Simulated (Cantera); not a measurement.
A jet of 2.39 % H₂, 11.9 % O₂, 85.7 % N₂ at 300 K and 6400 Pa hits a platinum plate 5 cm away at a mass flux of 0.069 kg/m²/s; the plate temperature is set and raised in steps from an oxygen-covered start.

Model: Deutschmann's 1995 Pt surface mechanism with GRI-Mech 3.0 gas chemistry, integrated in Cantera. Catalytic surfaces can have several steady states; this one follows from the mechanism file's or the stated starting coverage.

x: mole fraction at the wall; θ: surface coverage.

```tsv
plate T (K)	wall x H₂	wall x O₂	wall x H₂O	wall x OH	θ free Pt	θ O*	θ OH*
500	0.00332	0.0970	0.0408	<1e-8	0.0501	0.935	0.0144
550	0.00331	0.0971	0.0404	<1e-8	0.0530	0.939	0.00820
600	0.00330	0.0972	0.0401	<1e-8	0.0558	0.939	0.00511
650	0.00327	0.0972	0.0399	<1e-8	0.0588	0.938	0.00341
700	0.00312	0.0971	0.0400	<1e-8	…	0.933	…
750	0.00263	0.0967	0.0407	<1e-8	0.0814	0.917	0.00200
800	0.00197	0.0960	0.0417	<1e-8	0.116	0.882	0.00178
850	…	0.0955	0.0426	…	…	0.832	…
```

### Question
Some entries are withheld; supply them.

### Answer

- 700, θ free Pt: 0.0647
- 700, θ OH*: 0.00247
- 850, wall x H₂: 0.00146
- 850, wall x OH: 1.54e-8
- 850, θ free Pt: 0.167
- 850, θ OH*: 0.00163
